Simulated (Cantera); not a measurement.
A perfectly stirred reactor is fed with 5.39 % C3H8, 24.5 % O2, 70.1 % N2, equivalence ratio 1.1, at 1.01 bar; it is adiabatic with a 400 K inlet, and is followed from long to short residence time, starting on the burning branch (τ in s: 0.025, 0.012, 0.0057, 0.0028, 0.0013, 0.00064, 0.00031, 0.00015, 7.1e-05, 3.4e-05, 1.6e-05, 7.9e-06).

Cantera simulation using GRI-Mech 3.0 (53 species, 325 reactions); the numbers are that mechanism's predictions, not measurements. GRI-Mech 3.0 was tuned for natural gas; its chemistry of propane as a main component is partial and can be far from experiment.

x: mole fraction; the columns are a selection and need not sum to one.

| τ (s) | T (K) | x C3H8 | x O2 | x NO | x CH4 | x O |
|---|---|---|---|---|---|---|
| 0.025 | 2485 | 2.84e-7 | 0.00704 | ? | 5.09e-7 | 0.00140 |
| 0.012 | 2468 | 5.61e-7 | 0.00799 | ? | 8.82e-7 | 0.00164 |
| 0.0057 | 2439 | 1.09e-6 | 0.00942 | ? | 1.44e-6 | 0.00203 |
| 0.0028 | 2400 | 2.04e-6 | 0.0112 | ? | 2.22e-6 | 0.00258 |
| 0.0013 | 2348 | 3.97e-6 | 0.0135 | ? | 3.56e-6 | 0.00334 |
| 0.00064 | 2295 | 7.43e-6 | 0.0158 | ? | 5.80e-6 | 0.00410 |
| 0.00031 | 2241 | 1.46e-5 | 0.0183 | ? | 1.04e-5 | 0.00479 |
| 0.00015 | 2187 | 3.01e-5 | 0.0215 | ? | 2.07e-5 | 0.00519 |
| 7.1e-5 | 2123 | 7.04e-5 | 0.0270 | ? | 5.00e-5 | 0.00498 |
| 3.4e-5 | 1993 | 0.000235 | 0.0417 | ? | 0.000210 | 0.00329 |
| 1.6e-5 | 400 | 0.0539 | 0.245 | <1e-12 | <1e-12 | <1e-12 |
| 7.9e-6 | 400 | 0.0539 | 0.245 | <1e-12 | <1e-12 | <1e-12 |

### Question
Some entries are withheld; supply them.

### Answer

- 0.025, x NO: 0.00252
- 0.012, x NO: 0.00201
- 0.0057, x NO: 0.00146
- 0.0028, x NO: 0.000986
- 0.0013, x NO: 0.000610
- 0.00064, x NO: 0.000388
- 0.00031, x NO: 0.000252
- 0.00015, x NO: 0.000171
- 7.1e-5, x NO: 0.000115
- 3.4e-5, x NO: 5.32e-5
